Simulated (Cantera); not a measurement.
What does this Cantera script print?

```python
import numpy as np
import cantera as ct

gas_names = """
    C CN CO CO2 C2 CCN CNC C2N2 C2O C3 C3O2 C4 C4N2 C5 N NCO NO NO2 NO3 N2 N2O O O2 O3 Si SiC SiC2 SiN
    SiO SiO2 Si2 Si2C Si2N Si3
""".split()
cond_names = """
    C(gr) Si(cr) Si(L) SiC(b) SiO2(Lqz) SiO2(hqz) SiO2(L) Si2N2O(s) Si3N4(a)
""".split()


def load(file, names, dense=False):
    # The tables refer to 1 bar. Condensed volumes are neglected.
    table = {s.name: s for s in ct.Species.list_from_file(file)}
    out = []
    for n in names:
        d = dict(table[n].input_data)
        d["thermo"] = dict(d["thermo"], **{"reference-pressure": 1e5})
        if dense:
            d["equation-of-state"] = {"model": "constant-volume", "density": "1e6 g/cm^3"}
        out.append(ct.Species.from_dict(d))
    return out


gas = ct.Solution(thermo="ideal-gas", species=load("nasa_gas.yaml", gas_names))
cond = {s.name: ct.Solution(thermo="fixed-stoichiometry", species=[s], name=s.name)
        for s in load("nasa_condensed.yaml", cond_names, dense=True)}
atoms = {
    'Si3N4': {'Si': 3, 'N': 4},
    'CO2': {'C': 1, 'O': 2},
    'N2': {'N': 2},
}
top_T = {'C(gr)': 4500, 'SiC(b)': 3050, 'Si2N2O(s)': 2100, 'Si3N4(a)': 2400}  # K; cautious upper limits of use, not melting points


def equilibrate(T, P, feed):
    n = {}
    for name, mol in feed.items():
        for a, k in atoms[name].items():
            n[a] = n.get(a, 0.0) + k * mol
    gas.TPX = T, P, n
    mass = sum(n.values()) * gas.mean_molecular_weight
    gas.equilibrate("TP")
    valid = [c for c in cond.values() if c.min_temp <= T <= top_T.get(c.name, c.max_temp)]
    mix = ct.Mixture([(gas, mass / gas.mean_molecular_weight)] + [(c, 0.0) for c in valid])
    mix.T, mix.P = T, P
    mix.equilibrate("TP", solver="vcs", rtol=1e-11, max_steps=5000)
    return mix


results = []
feed = {'Si3N4': 1, 'CO2': 0.64, 'N2': 1.7}  # mol
T = 1375  # K
P = 1600  # Pa
mix = equilibrate(T, P, feed)
results.append((T, P, feed, dict(zip(mix.species_names, mix.species_moles))))
print(gas.report(threshold=1e-06))
for i in range(1, mix.n_phases):
    print(f"{mix.phase(i).name:16s} {mix.phase_moles(i):12.5e} mol")
```

It prints:

```
       temperature   1375 K
          pressure   1600 Pa
           density   0.0039207 kg/m^3
  mean mol. weight   28.014 kg/kmol
   phase of matter   gas

                          1 kg             1 kmol
                     ---------------   ---------------
          enthalpy        1.2149e+06        3.4035e+07  J
   internal energy        8.0683e+05        2.2603e+07  J
           entropy            9753.8        2.7324e+05  J/K
    Gibbs function       -1.2196e+07       -3.4167e+08  J
 heat capacity c_p            1225.7             34337  J/K
 heat capacity c_v            928.91             26023  J/K

                      mass frac. Y      mole frac. X     chem. pot. / RT
                     ---------------   ---------------   ---------------
                CO        0.00012888         0.0001289           -49.257
                N2           0.99987           0.99987           -29.884
     [  +32 minor]        1.8091e-07        1.1494e-07

C(gr)             6.39726e-01 mol
Si(cr)            0.00000e+00 mol
SiC(b)            0.00000e+00 mol
SiO2(hqz)         0.00000e+00 mol
Si2N2O(s)         1.27973e+00 mol
Si3N4(a)          1.46850e-01 mol
```

Method: chemical equilibrium by Gibbs-energy minimisation in Cantera with the NASA 1993 tables (ideal gas, pure condensed phases). Mutual solubility and eutectic melting of coexisting phases are not modelled.
